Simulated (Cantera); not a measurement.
**Pyrogenic steam for wet oxidation**

An isothermal, constant-pressure homogeneous reactor starts with 11.8 % H2, 21.0 % O2, 67.2 % N2, at 1075 K and 1.00 bar.

Model: GRI-Mech 3.0 (53 species, 325 reactions), integrated in Cantera. The temperature is held fixed by assumption; the heat of reaction is taken as removed at once.

```json
[
 {"t (s)": "2.00e-5", "x H2": "0.118", "x O2": "0.210", "x N2O": "<1e-12", "x H2O2": "1.19e-11", "x OH": "1.37e-9", "x H2O": "1.65e-8"},
 {"t (s)": "8.12e-5", "x H2": "0.117", "x O2": "0.210", "x N2O": "3.44e-11", "x H2O2": "3.08e-7", "x OH": "1.60e-5", "x H2O": "0.000212"},
 {"t (s)": "0.000330", "x H2": "0.00692", "x O2": "0.163", "x N2O": "3.50e-8", "x H2O2": "1.87e-5", "x OH": "0.000114", "x H2O": "0.117"},
 {"t (s)": "0.00134", "x H2": "0.00373", "x O2": "0.162", "x N2O": "4.15e-8", "x H2O2": "3.77e-5", "x OH": "1.30e-5", "x H2O": "0.121"},
 {"t (s)": "0.00544", "x H2": "0.00174", "x O2": "0.161", "x N2O": "4.80e-8", "x H2O2": "2.14e-5", "x OH": "7.57e-6", "x H2O": "0.123"},
 {"t (s)": "0.0221", "x H2": "0.000380", "x O2": "0.161", "x N2O": "5.59e-8", "x H2O2": "2.54e-6", "x OH": "3.25e-6", "x H2O": "0.125"},
 {"t (s)": "0.0896", "x H2": "5.13e-5", "x O2": "0.161", "x N2O": "5.91e-8", "x H2O2": "8.50e-8", "x OH": "9.18e-7", "x H2O": "0.125"},
 {"t (s)": "0.364", "x H2": "4.78e-6", "x O2": "0.161", "x N2O": "5.93e-8", "x H2O2": "1.71e-9", "x OH": "3.26e-7", "x H2O": "0.125"},
 {"t (s)": "1.48", "x H2": "3.88e-8", "x O2": "0.161", "x N2O": "5.74e-8", "x H2O2": "1.01e-10", "x OH": "2.20e-7", "x H2O": "0.125"},
 {"t (s)": "6.00", "x H2": "2.26e-10", "x O2": "0.161", "x N2O": "4.99e-8", "x H2O2": "3.05e-10", "x OH": "4.43e-7", "x H2O": "0.125"}
]
```
x: mole fraction; the columns are a selection and need not sum to one.

Equilibrium at this temperature and pressure: H2 2.20e-10, O2 0.161, N2O 4.12e-9, H2O2 3.45e-10, OH 4.72e-7, H2O 0.125 (gas phase only).
